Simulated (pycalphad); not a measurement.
## Phase fractions of Si-1.08Al-79.69Mg (wt.%)

CALPHAD calculation (pycalphad, COST 507 light-alloy database (1999)), 1 atm. The database dates from 1999; later assessments differ in places, in temperatures and in the compounds included. Amounts are mole fractions of atoms. Kinetics are ignored, which matters at the lower temperatures.

```json
[
 {"T (K)": "1275", "liquid": "1.000", "MG2SI": "-", "hcp": "-", "ALMG_GAMMA": "-"},
 {"T (K)": "1225", "liquid": "0.859", "MG2SI": "0.141", "hcp": "-", "ALMG_GAMMA": "-"},
 {"T (K)": "1175", "liquid": "0.725", "MG2SI": "0.275", "hcp": "-", "ALMG_GAMMA": "-"},
 {"T (K)": "1125", "liquid": "0.644", "MG2SI": "0.356", "hcp": "-", "ALMG_GAMMA": "-"},
 {"T (K)": "1075", "liquid": "0.590", "MG2SI": "0.410", "hcp": "-", "ALMG_GAMMA": "-"},
 {"T (K)": "1025", "liquid": "0.553", "MG2SI": "0.447", "hcp": "-", "ALMG_GAMMA": "-"},
 {"T (K)": "975", "liquid": "0.528", "MG2SI": "0.472", "hcp": "-", "ALMG_GAMMA": "-"},
 {"T (K)": "925", "liquid": "0.511", "MG2SI": "0.489", "hcp": "-", "ALMG_GAMMA": "-"},
 {"T (K)": "875", "liquid": "0.012", "MG2SI": "0.513", "hcp": "0.475", "ALMG_GAMMA": "-"},
 {"T (K)": "825", "liquid": "-", "MG2SI": "0.513", "hcp": "0.487", "ALMG_GAMMA": "-"},
 {"T (K)": "775", "liquid": "-", "MG2SI": "0.513", "hcp": "0.487", "ALMG_GAMMA": "-"},
 {"T (K)": "725", "liquid": "-", "MG2SI": "0.513", "hcp": "0.487", "ALMG_GAMMA": "-"},
 {"T (K)": "675", "liquid": "-", "MG2SI": "0.513", "hcp": "0.487", "ALMG_GAMMA": "-"},
 {"T (K)": "625", "liquid": "-", "MG2SI": "0.513", "hcp": "0.487", "ALMG_GAMMA": "-"},
 {"T (K)": "575", "liquid": "-", "MG2SI": "0.513", "hcp": "0.487", "ALMG_GAMMA": "-"},
 {"T (K)": "525", "liquid": "-", "MG2SI": "0.513", "hcp": "0.487", "ALMG_GAMMA": "-"},
 {"T (K)": "475", "liquid": "-", "MG2SI": "0.513", "hcp": "0.487", "ALMG_GAMMA": "-"},
 {"T (K)": "425", "liquid": "-", "MG2SI": "0.513", "hcp": "[?]", "ALMG_GAMMA": "[?]"},
 {"T (K)": "375", "liquid": "-", "MG2SI": "0.513", "hcp": "0.474", "ALMG_GAMMA": "0.013"}
]
```

Question: Complete the blanks.

Answer: 
- 425, hcp: 0.483
- 425, ALMG_GAMMA: 0.004

Database names, with the compositions (at.%) that they take in these runs: MG2SI: Mg 67 Si 33; ALMG_GAMMA: Mg 59 Al 41.
